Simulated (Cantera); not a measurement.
Charge: 1 mol Fe2O3, 1.3 mol C, 0.48 mol CO, held at 1.33 mbar.

Cantera equilibrium calculation (NASA polynomials, part measured and part estimated; ideal gas, pure solids and liquids). Candidate condensed phases: C, Fe, Fe(CO)5, FeO, Fe2O3, Fe3O4; 15 gas species. Each liquid is taken as pure. Mutual solubility and eutectic melting of coexisting phases are not modelled. The tables' stoichiometric FeO is somewhat more stable than real wüstite, so its field is too wide. FeO: taken at fixed stoichiometry. Rates play no part.

Q: Which condensed phases are stable at each of these points (T (K)): 1075, 1150, 1225, 1300, 1375, 1450, 1525, 1600, 1675, 1750, 1825?

A: 
| T (K) | condensed phases | Fe condensed (%) |
|---|---|---|
| 1075 | Fe(α) + FeO(s) | 100.0 |
| 1150 | Fe(α) + FeO(s) | 100.0 |
| 1225 | Fe(γ) + FeO(s) | 100.0 |
| 1300 | Fe(γ) + FeO(s) | 100.0 |
| 1375 | Fe(γ) + FeO(s) | 100.0 |
| 1450 | Fe(γ) + FeO(s) | 100.0 |
| 1525 | Fe(γ) + FeO(s) | 100.0 |
| 1600 | Fe(γ) + FeO(s) | 99.9 |
| 1675 | Fe(δ) + FeO(l) | 99.7 |
| 1750 | Fe(δ) + FeO(l) | 99.1 |
| 1825 | Fe(l) + FeO(l) | 97.1 |

From 1075 K to 1150 K the condensed part is Fe(α) + FeO(s). From 1225 K to 1600 K the condensed part is Fe(γ) + FeO(s). From 1675 K to 1750 K the condensed part is Fe(δ) + FeO(l). At 1825 K the condensed part is Fe(l) + FeO(l).
